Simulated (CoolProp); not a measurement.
A simple Rankine cycle with dimethyl ether: condensing at 296.15 K, boiler at 3.16 MPa, turbine inlet 386.1 K, turbine efficiency 0.9, pump efficiency 0.7, no recuperator. Each further row changes one setting.

Model: reference Helmholtz-energy equation of state, Wu 2011, in CoolProp.

```csv
case,thermal efficiency (%),net work (kJ/kg),heat in (kJ/kg),turbine exit temperature (K),volume ratio over the turbine
as stated,14.7,(withheld),487,303.4,5.72
turbine inlet 406.1 K,15.1,81.1,535,326.6,5.51
condensing temperature 288.15 K,16.2,(withheld),506,294.2,7.17
boiler pressure 2.21 MPa,(withheld),65.0,517,325.3,3.81
turbine efficiency 0.8,12.9,(withheld),487,308.6,5.86
```

Q: What belongs in the gaps?

A: 
- as stated, net work (kJ/kg): 71.7
- condensing temperature 288.15 K, net work (kJ/kg): 81.8
- boiler pressure 2.21 MPa, thermal efficiency (%): 12.6
- turbine efficiency 0.8, net work (kJ/kg): 63.1
